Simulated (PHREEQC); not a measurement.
A solution holds 0.019 mol/kgw NH4HF2, 0.0062 mol/kgw (NH4)2SiF6, 0.0016 mol/kgw HBF4 and 0.00039 mol/kgw H2SO4, at 25 °C. Closed to the air; pH follows from the charge balance.

All values are PHREEQC results (ion-association model, wateq4f.dat), not measurements.

Precipitation was switched off in this run.

### Question
Order these S species by the share of S that they hold, largest first: HSO4-, NH4SO4-, SO4-2.

### Answer
SO4-2 (80 %), NH4SO4- (16 %), HSO4- (4.0 %)

The pH is 3.06 and the ionic strength 0.0389 mol/kgw. SiF6-2 is the database's only silicon fluoride. Real BF4- forms and hydrolyses slowly; the run takes it at equilibrium.
